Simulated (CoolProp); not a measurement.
Aqueous potassium acetate as a coolant, 15 % by mass, freezing at -7.5 °C, 1 atm.

The numbers come from the Melinder's fits for secondary coolants in CoolProp.

| T (°C) | cp (kJ/(kg K)) | Prandtl number | conductivity (W/(m K)) | viscosity (mPa s) |
|---|---|---|---|---|
| -3.9 | 3.631 | 20.9 | 0.512 | 2.95 |
| 0.5 | 3.637 | 17.7 | 0.519 | 2.52 |
| 4.9 | 3.643 | 15.2 | 0.526 | 2.19 |
| 9.4 | 3.649 | 13.1 | 0.532 | 1.91 |
| 13.8 | 3.654 | 11.5 | 0.539 | 1.70 |
| 18.2 | 3.660 | 10.2 | 0.545 | 1.52 |
| 22.6 | 3.666 | 9.09 | 0.552 | 1.37 |
| 27.1 | 3.671 | 8.15 | 0.558 | 1.24 |
| 31.5 | 3.676 | 7.36 | 0.564 | 1.13 |
